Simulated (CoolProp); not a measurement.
Dimethyl ether along the isobar 2.92 MPa: fugacity coefficient from the reference equation and from simpler models built on Tc = 127.2 °C, pc = 5.337 MPa, ω = 0.196; each cubic takes its own stable root.

Model: reference Helmholtz-energy equation of state, Wu 2011, in CoolProp.

| T (°C) | phase | reference |
|---|---|---|
| 69.15 | liquid | 0.5045 |
| 87.45 | liquid | 0.6803 |
| 105.75 | gas | 0.7724 |
| 123.95 | gas | 0.8059 |
| 142.25 | gas | 0.8326 |
| 160.55 | gas | 0.8544 |
| 178.75 | gas | 0.8723 |
| 197.05 | gas | 0.8876 |
| 215.35 | gas | 0.9006 |
| 233.55 | gas | 0.9117 |
| 251.85 | gas | 0.9214 |

Q: How far does each simpler model (van der Waals, Redlich-Kwong, Soave-Redlich-Kwong, Peng-Robinson) lie from the reference over these 11 states: mean and median of the absolute difference, and the worst?

A: 
- van der Waals: mean 7.1 %, median 1.6 %, worst +46.2 % at 69.15 °C and 2.92 MPa
- Redlich-Kwong: mean 2.6 %, median 0.3 %, worst +15.0 % at 69.15 °C and 2.92 MPa
- Soave-Redlich-Kwong: mean 1.4 %, median 1.0 %, worst +3.3 % at 69.15 °C and 2.92 MPa
- Peng-Robinson: mean 0.7 %, median 0.8 %, worst -1.1 % at 142.25 °C and 2.92 MPa

At some of these states van der Waals gives the other phase, because its saturation line lies elsewhere.
